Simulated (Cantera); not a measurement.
A Cantera script and its output.

```python
import numpy as np
import cantera as ct

surf = ct.Interface("ptcombust.yaml", "Pt_surf")
gas = surf.adjacent["gas"]
gas.TPX = 300, 2900, {'CH4': 0.021, 'O2': 0.059, 'N2': 0.79}
jet = ct.ImpingingJet(gas=gas, width=0.051, surface=surf)
jet.inlet.mdot, jet.inlet.T, jet.inlet.X = 0.03, 300, {'CH4': 0.021, 'O2': 0.059, 'N2': 0.79}
jet.set_refine_criteria(ratio=10, slope=0.2, curve=0.3)
show, cover = ['CH4', 'O2', 'H2O', 'OH', 'CO', 'CO2'], ["PT(S)", "H(S)", "O(S)", "OH(S)", "CO(S)", "C(S)"]

rows = []
print(f"{'Ts/K':>7s}" + "".join(f"{s:>11s}" for s in show + cover) + "   (gas at the wall, coverages)")
for i, Ts in enumerate([850, 900, 950, 1000, 1050]):
    jet.surface.T = Ts
    if i == 0:
        surf.TP = Ts, 2900
        surf.coverages = "PT(S):0.5, O(S):0.5"
        surf.advance_coverages(1.0)
        jet.set_initial_guess(products="inlet")
    jet.solve(loglevel=0, auto=(i == 0))
    rows.append([*(jet.X[gas.species_index(s), -1] for s in show), *surf[cover].coverages])
    print(f"{Ts:7g}" + "".join(f"{x:11.3e}" for x in rows[-1]))
```

It prints:

```
   Ts/K        CH4         O2        H2O         OH         CO        CO2      PT(S)       H(S)       O(S)      OH(S)      CO(S)       C(S)   (gas at the wall, coverages)
    850  1.835e-02  5.553e-02  1.085e-02  9.275e-09  6.337e-06  7.066e-03  2.268e-01  2.583e-08  7.726e-01  6.222e-04  8.931e-06  2.281e-08
    900  1.486e-02  4.813e-02  1.734e-02  3.605e-08  7.478e-06  1.132e-02  3.100e-01  7.608e-08  6.893e-01  6.925e-04  7.079e-06  2.518e-08
    950  1.170e-02  4.148e-02  2.316e-02  1.135e-07  8.391e-06  1.514e-02  3.961e-01  1.810e-07  6.032e-01  6.905e-04  5.210e-06  2.493e-08
   1000  9.255e-03  3.632e-02  2.766e-02  3.029e-07  9.326e-06  1.810e-02  4.809e-01  3.702e-07  5.185e-01  6.412e-04  3.754e-06  2.347e-08
   1050  7.494e-03  3.262e-02  3.086e-02  7.177e-07  1.052e-05  2.021e-02  5.605e-01  6.768e-07  4.389e-01  5.693e-04  2.734e-06  2.176e-08
```

Model: Deutschmann's 1995 Pt surface mechanism with GRI-Mech 3.0 gas chemistry, integrated in Cantera. Catalytic surfaces can have several steady states; this one follows from the mechanism file's or the stated starting coverage.
